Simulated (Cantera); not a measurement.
Cantera run:

```python
import numpy as np
import cantera as ct

gas_names = """
    F FO FO2 F2 F2O H HF HOF HO2 H2 H2F2 H2O H2O2 H3F3 H4F4 H5F5 H6F6 H7F7 O OH O2 O3 Si SiF SiF2 SiF3
    SiF4 SiH SiHF3 SiH2 SiH2F2 SiH3 SiH3F SiH4 SiO SiO2 Si2 Si3
""".split()
cond_names = """
    H2O(s) H2O(L) Si(cr) Si(L) SiO2(Lqz) SiO2(hqz) SiO2(L)
""".split()


def load(file, names, dense=False):
    # The tables refer to 1 bar. Condensed volumes are neglected.
    table = {s.name: s for s in ct.Species.list_from_file(file)}
    out = []
    for n in names:
        d = dict(table[n].input_data)
        d["thermo"] = dict(d["thermo"], **{"reference-pressure": 1e5})
        if dense:
            d["equation-of-state"] = {"model": "constant-volume", "density": "1e6 g/cm^3"}
        out.append(ct.Species.from_dict(d))
    return out


gas = ct.Solution(thermo="ideal-gas", species=load("nasa_gas.yaml", gas_names))
cond = {s.name: ct.Solution(thermo="fixed-stoichiometry", species=[s], name=s.name)
        for s in load("nasa_condensed.yaml", cond_names, dense=True)}
atoms = {
    'SiF4': {'Si': 1, 'F': 4},
    'H2O': {'H': 2, 'O': 1},
    'H2': {'H': 2},
}
top_T = {}  # K; cautious upper limits of use, not melting points


def equilibrate(T, P, feed):
    n = {}
    for name, mol in feed.items():
        for a, k in atoms[name].items():
            n[a] = n.get(a, 0.0) + k * mol
    gas.TPX = T, P, n
    mass = sum(n.values()) * gas.mean_molecular_weight
    gas.equilibrate("TP")
    valid = [c for c in cond.values() if c.min_temp <= T <= top_T.get(c.name, c.max_temp)]
    mix = ct.Mixture([(gas, mass / gas.mean_molecular_weight)] + [(c, 0.0) for c in valid])
    mix.T, mix.P = T, P
    mix.equilibrate("TP", solver="vcs", rtol=1e-11, max_steps=5000)
    return mix


results = []
feed = {'SiF4': 1, 'H2O': 4.2, 'H2': 58}  # mol
T = 1973  # K
P = 10000  # Pa
mix = equilibrate(T, P, feed)
results.append((T, P, feed, dict(zip(mix.species_names, mix.species_moles))))
x = sorted(zip(gas.X, gas.species_names), reverse=True)
print(f"T = {T:g} K  P = {P:g} Pa  gas = {mix.phase_moles(0):.4g} mol")
print("   x: " + "  ".join(f"{s} {v:.3e}" for v, s in x if v > 1e-06))
print("   condensed (mol): " + ("  ".join(f"{mix.phase(i).name} {mix.phase_moles(i):.4g}"
      for i in range(1, mix.n_phases) if mix.phase_moles(i) > 1e-12) or "none"))
```

It prints:

```
T = 1973 K  P = 10000 Pa  gas = 64.95 mol
   x: H2 8.815e-01  HF 6.153e-02  H2O 4.342e-02  SiO 9.532e-03  H 4.006e-03  OH 1.873e-05  SiF3 8.821e-06  SiF2 4.868e-06  SiF4 4.837e-06  SiO2 1.593e-06
   condensed (mol): SiO2(L) 0.3796
```

Equilibrium computed with Cantera from the NASA thermochemical tables; the gas is ideal and each condensed phase is pure. The tables hold silica as quartz up to 1696 K and as liquid above; real silica turns to tridymite and cristobalite and melts near 1996 K.
